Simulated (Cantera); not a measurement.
Feed: 1 mol SiCl4, 0.56 mol Cl2, 8.5 mol H2, 0.53 mol HCl, at 1475 °C and 0.133 bar.

Method: chemical equilibrium by Gibbs-energy minimisation in Cantera with the NASA 1993 tables (ideal gas, pure condensed phases). Candidate condensed phases: Si; 19 gas species. The tables' values for SiCl3, SiCl are old estimates; treat these amounts as uncertain. Kinetics and transport are ignored.

Base state: H2 0.606, HCl 0.306, SiCl2 0.0778, SiCl3 0.00714, SiCl4 0.00117, SiHCl3 0.000509, H 0.000487, Cl 0.000190 (mole fractions); condensed: gas only.

### Question
What changes in the equilibrium state with this change: pressure from 0.133 bar to 1.00 bar?

### Answer
```csv
species,before,after
H2,0.606,0.622
HCl,0.306,0.290
SiCl2,0.0778,0.0634
SiCl3,0.00714,0.0149
SiH2Cl2,3.94e-5,0.000247
SiHCl3,0.000509,0.00294
SiCl4,0.00117,0.00624
```
The tables' values for SiCl3 are old estimates; treat these amounts as uncertain.
